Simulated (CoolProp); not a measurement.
Vinyl chloride along the isobar 9.2 MPa: fugacity coefficient from the reference equation and from simpler models built on Tc = 425.0 K, pc = 5.600 MPa, ω = 0.160; each cubic takes its own stable root.

Model: reference Helmholtz-energy equation of state, Thol 2022, in CoolProp.

| T (K) | phase | reference | van der Waals | Redlich-Kwong | Soave-Redlich-Kwong | Peng-Robinson |
|---|---|---|---|---|---|---|
| 195.7 | liquid | 0.0003960 | 0.01556 | 0.0005794 | [?] | 0.0004454 |
| 210.4 | liquid | 0.001144 | 0.02486 | 0.001670 | 0.001179 | 0.001223 |
| 225.1 | liquid | 0.002800 | 0.03729 | 0.004034 | [?] | 0.002896 |
| 239.8 | liquid | 0.006005 | 0.05313 | [?] | 0.006075 | 0.006075 |
| 254.4 | liquid | 0.01152 | [?] | 0.01589 | 0.01164 | 0.01150 |
| 269.1 | liquid | 0.02033 | 0.09536 | 0.02732 | 0.02058 | 0.02013 |
| 283.8 | liquid | 0.03335 | 0.1219 | 0.04360 | 0.03389 | 0.03288 |
| 298.5 | liquid | 0.05146 | 0.1517 | 0.06543 | 0.05251 | 0.05065 |
| 313.1 | liquid | 0.07522 | 0.1845 | 0.09302 | 0.07706 | 0.07401 |
| 327.8 | liquid | 0.1055 | 0.2202 | 0.1269 | 0.1084 | 0.1038 |
| 342.5 | liquid | 0.1424 | 0.2584 | 0.1666 | 0.1467 | 0.1402 |
| 357.2 | liquid | 0.1859 | 0.2987 | 0.2118 | 0.1918 | 0.1830 |
| 371.8 | liquid | 0.2354 | 0.3402 | 0.2614 | 0.2429 | 0.2315 |
| 386.5 | liquid | 0.2909 | 0.3832 | 0.3150 | 0.2998 | 0.2856 |
| 401.2 | liquid | 0.3512 | 0.4267 | 0.3711 | 0.3608 | 0.3437 |
| 415.9 | liquid | 0.4149 | 0.4703 | 0.4284 | 0.4242 | 0.4042 |

**Question.** Some entries are withheld; supply them.

**Answer.** 
- 195.7, Soave-Redlich-Kwong: 0.0004181
- 225.1, Soave-Redlich-Kwong: 0.002849
- 239.8, Redlich-Kwong: 0.008480
- 254.4, van der Waals: 0.07239
